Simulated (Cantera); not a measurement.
A jet of 1.50 % H2, 7.38 % O2, 91.1 % N2, equivalence ratio 0.10 at 300 K and 7500 Pa hits a platinum plate 6 cm away at a mass flux of 0.15 kg/m²/s; the plate temperature is set and raised in steps from an oxygen-covered start.

Computed with Cantera and Deutschmann's 1995 Pt surface mechanism with GRI-Mech 3.0 gas chemistry. Catalytic surfaces can have several steady states; this one follows from the mechanism file's or the stated starting coverage.

x: mole fraction at the wall; θ: surface coverage.

| plate T (K) | wall x H2 | wall x O2 | wall x H2O | wall x OH | θ free Pt | θ O* | θ OH* |
|---|---|---|---|---|---|---|---|
| 500 | 0.00220 | 0.0599 | 0.0254 | <1e-8 | 0.0538 | 0.933 | 0.0127 |
| 550 | 0.00219 | 0.0599 | 0.0252 | <1e-8 | 0.0568 | 0.936 | … |
| 600 | 0.00218 | 0.0600 | 0.0251 | <1e-8 | 0.0598 | 0.936 | 0.00452 |
| 650 | 0.00216 | 0.0600 | 0.0250 | <1e-8 | 0.0631 | 0.934 | 0.00302 |
| 700 | 0.00205 | 0.0599 | 0.0250 | <1e-8 | 0.0698 | 0.928 | 0.00219 |
| 750 | … | 0.0596 | 0.0255 | <1e-8 | … | 0.909 | … |

**Question.** Complete the blanks.

**Answer.** 
- 550, θ OH*: 0.00726
- 750, wall x H2: 0.00171
- 750, θ free Pt: 0.0890
- 750, θ OH*: 0.00179
